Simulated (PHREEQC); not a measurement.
Ca(OH)2 is added in steps, without added water, to 1 kg of water holding 0.0027 mol/kgw HCl, 8.4e-05 mol/kgw ZnSO4 and 0.011 mol/kgw Na2SO4, at 20 °C. O2 is buffered at 0.21 atm. CO2 from the air is kept out. Precipitation was switched off in this run.

Base run: PHREEQC, ion-association model, phreeqc.dat. Each further column changes one thing. The table gives pH.

| Ca(OH)2 added (mol) | base | HCl from 0.0027 to 0.00135 mol/kgw | temperature from 20 to 70 °C | solids may form |
|---|---|---|---|---|
| 0 | 2.79 | (withheld) | 3.01 | 2.79 |
| 0.0001275 | 2.83 | 3.19 | 3.05 | 2.83 |
| 0.0002975 | 2.90 | 3.35 | (withheld) | 2.90 |
| 0.000425 | 2.96 | 3.53 | 3.18 | 2.96 |
| 0.0005525 | 3.02 | 3.84 | 3.25 | 3.02 |
| 0.0007225 | 3.13 | 8.74 | 3.35 | 3.13 |
| 0.00085 | 3.23 | 10.33 | 3.45 | 3.23 |
| 0.0009775 | 3.35 | 10.71 | 3.58 | 3.35 |
| 0.001148 | 3.62 | 10.96 | 3.85 | 3.62 |
| 0.001275 | 4.05 | 11.08 | 4.29 | 4.05 |
| 0.001403 | 8.79 | (withheld) | 8.37 | 8.25 |
| 0.001572 | 10.51 | (withheld) | 9.22 | (withheld) |
| 0.0017 | 10.79 | 11.35 | 9.46 | 10.81 |

**Question.** What belongs in the gaps?

**Answer.** 
- 0, HCl from 0.0027 to 0.00135 mol/kgw: 3.10
- 0.0002975, temperature from 20 to 70 °C: 3.12
- 0.001403, HCl from 0.0027 to 0.00135 mol/kgw: 11.18
- 0.001572, HCl from 0.0027 to 0.00135 mol/kgw: 11.28
- 0.001572, solids may form: 10.52

In at least one series the solution becomes supersaturated in solids that the run did not let form, among them Zn(OH)2(e). At this temperature some constants are extrapolated from 25 °C, and those without enthalpy data are left unchanged.  Solids allowed in the column 'solids may form': Anhydrite, Halite, Zn(OH)2(e).
